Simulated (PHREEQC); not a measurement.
Solution (25 °C): 0.016 mol/kgw Cd(NO3)2. Closed to the air; pH follows from the charge balance.

All values are PHREEQC results (ion-association model, wateq4f.dat), not measurements.

```tsv
quantity	before	after
pH	6.07	5.92
ionic strength (mol/kgw)	0.0469	0.0472
CdOH+ (mol/kgw)	8.44e-7	1.22e-6
Cd2OH+3 (mol/kgw)	1.38e-7	1.81e-7
```

**Question.** Name the change that produced these shifts.
(A) diluted 10-fold with water
(B) diluted 100-fold with water
(C) Cd(NO3)2 from 0.016 to 0.024 mol/kgw
(D) Cd(NO3)2 from 0.016 to 0.08 mol/kgw
(E) temperature from 25 to 35 °C

**Answer.** E, temperature from 25 to 35 °C

No solid was allowed to form.
